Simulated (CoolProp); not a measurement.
The fluid at 298.15 K and 0.621 MPa expands adiabatically to 0.126 MPa with isentropic efficiency 0.9. The same conditions are run with several fluids, on thermodynamics alone (safety and materials aside).

The numbers come from the reference Helmholtz-energy equation of state of each fluid (C3F8 (R218): Lemmon 2006; CF4 (R14): Platzer 1990; hydrogen sulfide: Lemmon 2006; ethylene: Smukala 2000; R13: Platzer 1990) in CoolProp. The equations of Platzer and Polt are older, rougher fits.

Rank C3F8 (R218), CF4 (R14), hydrogen sulfide, ethylene, R13 by work (kJ/kg), highest first.

ethylene (105), hydrogen sulfide (83.2), CF4 (R14) (35.5), R13 (29.4), C3F8 (R218) (16.4)

```csv
fluid,final temperature (K),final phase,final density (kg/m³)
C3F8 (R218),269.5,gas,11.0
CF4 (R14),241.0,gas,5.59
hydrogen sulfide,217.3,"two-phase, vapour fraction 0.982",2.49
ethylene,219.2,gas,1.98
R13,244.4,gas,6.63
```
